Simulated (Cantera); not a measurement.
**Ignition delay**

Mixture: CH4 : H2 : O2 : N2 = 1 : 0.43 : 1.48 : 5.55 (molar parts), at 1580 Torr, adiabatic and at constant volume. Ignition delay is the time to a rise of 400 K.

Computed with Cantera and GRI-Mech 3.0 (53 species, 325 reactions).

| T0 (K) | delay (ms) |
|---|---|
| 1200 | 1.80 |
| 1300 | 0.782 |
| 1400 | 0.355 |
| 1500 | 0.171 |
| 1600 | 0.0888 |
| 1700 | 0.0495 |
| 1800 | 0.0293 |
| 1900 | 0.0182 |
| 2000 | 0.0118 |
| 2100 | 0.00795 |

```yaml
apparent activation energy between 1900 and 2100 K: 140 kJ/mol
```
